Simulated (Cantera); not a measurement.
A closed system holds: 1 mol TEOS, 0.42 mol O3, 46 mol N2, 4.9 mol CO2, equilibrated at 352 °C and 0.430 bar.

Cantera equilibrium calculation (NASA polynomials, part measured and part estimated; ideal gas, pure solids and liquids). Candidate condensed phases: C, C6H6, C7H8, C8H18, H2O, Si, SiC, SiO2, Si2N2O, Si3N4; 151 gas species. The feed counts by its element totals alone. Rates play no part.

Base state: N2 0.786, H2O 0.0963, CO2 0.0630, H2 0.0320, CH4 0.0213, CO 0.00101, NH3 6.00e-5 (mole fractions); condensed: C(graphite) + SiO2(α-quartz).

**Question.** What changes in the equilibrium state with this change: CO2 from 4.9 to 1.2 mol?

**Answer.** 
```csv
species,before,after
N2,0.786,0.836
H2O,0.0963,0.0669
H2,0.0320,0.0419
CO2,0.0630,0.0178
CH4,0.0213,0.0365
CO,0.00101,0.000537
NH3,6.00e-5,9.27e-5
"C(graphite), mol",7.91,6.19
"SiO2(α-quartz), mol",1.00,1.00
```
